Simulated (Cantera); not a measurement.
A diamond (100) surface in a fixed gas of H2 with x(CH4) = 0.023, x(H) = 0.0029, at 1173 K, 66.0 Torr; coverages are run to steady state.

Detailed kinetics in Cantera: the Harris–Goodwin 1993 mechanism for the reconstructed diamond (100) surface.

θ: site fractions in the mechanism's names (c6HH fully hydrogenated, c6H* and c6*H radical sites, c6** diradical, c6HM methylated).

```
x(CH3)   growth (µm/h)  θ c6HH  θ c6H*  θ c6*H  θ c6**    θ c6HM
-------  -------------  ------  ------  ------  ------  --------
1e-06                ?   0.463  0.0353   0.476  0.0249   3.69e-5
2.2e-06              ?   0.463  0.0353   0.476  0.0249   8.11e-5
4.8e-06              ?   0.463  0.0353   0.476  0.0249  0.000177
1.1e-05              ?   0.463  0.0353   0.476  0.0249  0.000405
2.3e-05              ?   0.463  0.0353   0.476  0.0249  0.000847
5.1e-05              ?   0.462  0.0352   0.475  0.0248   0.00187
0.00011              ?   0.460  0.0351   0.473  0.0246   0.00402
0.00025              ?   0.457  0.0348   0.469  0.0241   0.00901
0.00055              ?   0.449  0.0341   0.460  0.0231    0.0193
```

### Question
Complete the blanks.

### Answer

- 1e-06, growth (µm/h): 0.0364
- 2.2e-06, growth (µm/h): 0.0800
- 4.8e-06, growth (µm/h): 0.175
- 1.1e-05, growth (µm/h): 0.400
- 2.3e-05, growth (µm/h): 0.835
- 5.1e-05, growth (µm/h): 1.85
- 0.00011, growth (µm/h): 3.96
- 0.00025, growth (µm/h): 8.87
- 0.00055, growth (µm/h): 19.0
